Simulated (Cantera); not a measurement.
An adiabatic, constant-volume homogeneous reactor starts with CH4 : H2 : O2 : N2 = 1 : 0.7 : 2.5 : 9.4 (molar parts), equivalence ratio 0.94, at 1298 K and 10.0 bar. Integrator tolerance rtol = 1e-08.

Computed with Cantera and GRI-Mech 3.0 (53 species, 325 reactions). Above 3000 K some thermodynamic fits are extrapolated.

```
quantity                                                            before                                    after
---------------------------------  ---------------------------------------  ---------------------------------------
time of steepest temperature rise                                  98.5 µs                                 0.357 ms
temperature at 1.00 s                                               3026 K                                   2981 K
equilibrium temperature                                             3026 K                                   2981 K
x(CH4) at 1.00 s                     <1e-12 (gas-phase equilibrium <1e-12)    <1e-12 (gas-phase equilibrium <1e-12)
x(H2) at 1.00 s                      0.0130 (gas-phase equilibrium 0.0130)    0.0113 (gas-phase equilibrium 0.0113)
x(O2) at 1.00 s                      0.0185 (gas-phase equilibrium 0.0185)    0.0174 (gas-phase equilibrium 0.0174)
x(CH2CO) at 1.00 s                   <1e-12 (gas-phase equilibrium <1e-12)    <1e-12 (gas-phase equilibrium <1e-12)
x(H) at 1.00 s                     0.00406 (gas-phase equilibrium 0.00406)  0.00316 (gas-phase equilibrium 0.00316)
x(CH3) at 1.00 s                     <1e-12 (gas-phase equilibrium <1e-12)    <1e-12 (gas-phase equilibrium <1e-12)
```

Question: What was changed between the two runs?
(A) initial temperature 1298 to 1175 K
(B) initial temperature 1298 to 1723 K
(C) pressure from 10.0 bar to 2.20 bar
(D) pressure from 10.0 bar to 5.00 bar

Answer: A, initial temperature 1298 to 1175 K
